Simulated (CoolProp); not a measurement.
Aqueous ethylene glycol as a coolant, at 34 °C, 1 atm.

Values from CoolProp's Melinder's fits for secondary coolants.

```
mass %  freezing point (°C)  density (kg/m³)  conductivity (W/(m K))  Prandtl number  cp (kJ/(kg K))
------  -------------------  ---------------  ----------------------  --------------  --------------
4.9                    -1.5             1000                   0.597            5.60           4.118
11.6             (withheld)             1009                   0.563      (withheld)           4.037
18.4                   -7.1             1017                   0.530      (withheld)           3.945
25.2             (withheld)       (withheld)                   0.499            10.1      (withheld)
31.9                  -16.1             1034                   0.469            12.3           3.725
38.7             (withheld)             1043                   0.441            15.0           3.599
45.5                  -30.1             1052                   0.415            18.2      (withheld)
52.2                  -39.1             1060                   0.390            22.2           3.341
```

Task: What belongs in the gaps?

Result: 
- 11.6, freezing point (°C): -4.0
- 11.6, Prandtl number: 6.77
- 18.4, Prandtl number: 8.29
- 25.2, freezing point (°C): -11.1
- 25.2, density (kg/m³): 1026
- 25.2, cp (kJ/(kg K)): 3.840
- 38.7, freezing point (°C): -22.5
- 45.5, cp (kJ/(kg K)): 3.470
